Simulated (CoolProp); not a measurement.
Values from CoolProp's reference Helmholtz-energy equation of state, Thol 2021.

Q: Give the vapour pressure (bar), liquid density (kg/m³), vapour density (kg/m³), enthalpy of vaporisation (kJ/kg) of saturated chlorine at 67.95 °C.

A: 
```json
[
 {"T (°C)": "67.95", "p (bar)": "21.3", "liquid density (kg/m³)": "1250", "vapour density (kg/m³)": "67.5", "enthalpy of vaporisation (kJ/kg)": "208"}
]
```
